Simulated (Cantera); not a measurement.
Standard-state values (1 bar) from the NASA 1993 polynomials, evaluated with Cantera. Values are per mole of reaction as written; species without (g) are pure solids or liquids, kept so even where they would boil at 1 bar.

9 Si(g) + 4 NH3(g) = 6 SiH2(g) + Si3N4

```
T (K)  ΔH° (kJ)  ΔS° (J/K)  ΔG° (kJ)  log10 K
-----  --------  ---------  --------  -------
300           …          …         …        …
2100          …          …         …        …
2150    -3029.8     -830.4   -1244.5    30.24
2200          …          …         …        …
2250    -3025.7     -828.5   -1161.6    26.97
2300    -3023.8     -827.7   -1120.2    25.44
2350          …          …         …        …
```

Question: What belongs in the gaps?

Answer: 
- 300, ΔH° (kJ): -3138.9
- 300, ΔS° (J/K): -924.8
- 300, ΔG° (kJ): -2861.5
- 300, log10 K: 498.22
- 2100, ΔH° (kJ): -3032.0
- 2100, ΔS° (J/K): -831.4
- 2100, ΔG° (kJ): -1286.1
- 2100, log10 K: 31.99
- 2200, ΔH° (kJ): -3027.7
- 2200, ΔS° (J/K): -829.4
- 2200, ΔG° (kJ): -1203.0
- 2200, log10 K: 28.56
- 2350, ΔH° (kJ): -3022.0
- 2350, ΔS° (J/K): -826.9
- 2350, ΔG° (kJ): -1078.8
- 2350, log10 K: 23.98
